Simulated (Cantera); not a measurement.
# Reactions in the system H-S

Standard-state values (1 bar) from the NASA 1993 polynomials, evaluated with Cantera. Values are per mole of reaction as written; species without (g) are pure solids or liquids, kept so even where they would boil at 1 bar.

H2(g) + S → H2S(g)

```json
[
 {"T (K)": "423", "ΔH° (kJ)": "-25.3", "ΔS° (J/K)": "30.3", "ΔG° (kJ)": "-38.1", "log10 K": "4.70"},
 {"T (K)": "523", "ΔH° (kJ)": "-28.5", "ΔS° (J/K)": "23.3", "ΔG° (kJ)": "-40.7", "log10 K": "4.07"},
 {"T (K)": "623", "ΔH° (kJ)": "-31.3", "ΔS° (J/K)": "18.4", "ΔG° (kJ)": "-42.8", "log10 K": "3.59"},
 {"T (K)": "723", "ΔH° (kJ)": "-33.4", "ΔS° (J/K)": "15.3", "ΔG° (kJ)": "-44.5", "log10 K": "3.21"},
 {"T (K)": "823", "ΔH° (kJ)": "-35.2", "ΔS° (J/K)": "12.9", "ΔG° (kJ)": "-45.9", "log10 K": "2.91"},
 {"T (K)": "923", "ΔH° (kJ)": "-37.2", "ΔS° (J/K)": "10.7", "ΔG° (kJ)": "-47.1", "log10 K": "2.66"},
 {"T (K)": "1023", "ΔH° (kJ)": "-39.0", "ΔS° (J/K)": "8.9", "ΔG° (kJ)": "-48.0", "log10 K": "2.45"}
]
```
